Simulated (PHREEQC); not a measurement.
Solution (90 °C): 0.0036 mol/kgw Ca(HCO3)2, 2.5e-05 mol/kgw CO2 and 0.003 mol/kgw H3PO4. Closed to the air; pH follows from the charge balance.

Computed with PHREEQC (ion-association model, phreeqc.dat).

Precipitation was switched off in this run.

Problem. Predict the pH.

Solution. pH 6.22.

Problem. In which forms is C present?

Solution. CO2 55 %, HCO3- 43 %, CaHCO3+ 1.5 % of the C.

Saturation is exceeded, for instance for Hydroxyapatite; the values hold only as long as no solid forms. Complexes and solids missing from the database can't appear. At this temperature some constants are extrapolated from 25 °C, and those without enthalpy data are left unchanged.
